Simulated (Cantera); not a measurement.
An isothermal, constant-pressure homogeneous reactor starts with H2 : O2 : N2 = 1.2 : 1 : 1.4 (molar parts), equivalence ratio 0.60, at 875 K and 13300 Pa.

Model: the H2/O2 subset of GRI-Mech 3.0, which has no nitrogen chemistry, integrated in Cantera. Radical loss at walls, strong at low pressure, is not modelled. Below about 950 K walls govern HO2 and H2O2 in real vessels. The temperature is held fixed by assumption; the heat of reaction is taken as removed at once.

### Question
Predict: x(H2) at 1.00 s; x(O2) at 1.00 s; x(OH) at 1.00 s; x(H) at 1.00 s; x(O) at 1.00 s; x(H2O) at 1.00 s; x(HO2) at 1.00 s.

### Answer
| Item | Result |
|---|---|
| x(H2) at 1.00 s | 0.0517 (gas-phase equilibrium 3.76e-12) |
| x(O2) at 1.00 s | 0.156 (gas-phase equilibrium 0.133) |
| x(OH) at 1.00 s | 8.14e-8 (gas-phase equilibrium 2.09e-8) |
| x(H) at 1.00 s | 3.12e-7 (gas-phase equilibrium <1e-12) |
| x(O) at 1.00 s | 1.32e-7 (gas-phase equilibrium 2.07e-12) |
| x(H2O) at 1.00 s | 0.338 (gas-phase equilibrium 0.400) |
| x(HO2) at 1.00 s | 3.11e-5 (gas-phase equilibrium 8.15e-11) |
